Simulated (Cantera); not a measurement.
Mixture: CH₄ : H₂ : O₂ : N₂ = 1 : 0.4 : 1.83 : 6.89 (molar parts), at 1.00 atm, adiabatic and at constant pressure. Ignition delay is the time to a rise of 400 K.

Computed with Cantera and GRI-Mech 3.0 (53 species, 325 reactions). Below about 1000 K GRI-Mech 3.0 lacks low-temperature oxidation paths. Below about 950 K walls govern HO2 and H2O2 in real vessels.

### Question
What does this change do: constant volume in place of constant pressure?

### Answer
| quantity | before | after |
|---|---|---|
| delay at 925 K | 0.112 s | 99.4 ms |
| delay at 1125 K | 7.48 ms | 6.73 ms |
| delay at 1325 K | 1.21 ms | 1.10 ms |
| delay at 1525 K | 0.271 ms | 0.251 ms |
| delay at 1725 K | 86.8 µs | 80.9 µs |
| apparent activation energy between 1525 and 1725 K | 120 kJ/mol | 120 kJ/mol |

### Question
What does this change do: N2 6.89 to 15 parts?

### Answer
| quantity | before | after |
|---|---|---|
| delay at 925 K | 0.112 s | 0.213 s |
| delay at 1125 K | 7.48 ms | 16.5 ms |
| delay at 1325 K | 1.21 ms | 2.59 ms |
| delay at 1525 K | 0.271 ms | 0.531 ms |
| delay at 1725 K | 86.8 µs | 0.157 ms |
| apparent activation energy between 1525 and 1725 K | 120 kJ/mol | 130 kJ/mol |
